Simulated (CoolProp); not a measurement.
A Linde-Hampson liquefier for CF4 (R14): isothermal reversible compression at 280 K from 1 atm to 20 MPa, throttling to 1 atm, return gas leaving the recuperator 0 K below the feed. Each further row changes one setting.

Values from CoolProp's reference Helmholtz-energy equation of state, Platzer 1990. This equation is an older, rougher fit; its heat capacities, sound speeds and derivatives of the liquid may be far off and weren't checked against measurements.

```tsv
case	liquid yield per pass	compression work (kJ/kg of gas)
as stated	?	121
high pressure 40 MPa	?	?
warm-end temperature 310 K	?	?
warm-end gap 5 K	?	121
```

Task: Some entries are withheld; supply them.

Result: 
- as stated, liquid yield per pass: 0.331
- high pressure 40 MPa, liquid yield per pass: 0.342
- high pressure 40 MPa, compression work (kJ/kg of gas): 140
- warm-end temperature 310 K, liquid yield per pass: 0.249
- warm-end temperature 310 K, compression work (kJ/kg of gas): 141
- warm-end gap 5 K, liquid yield per pass: 0.320
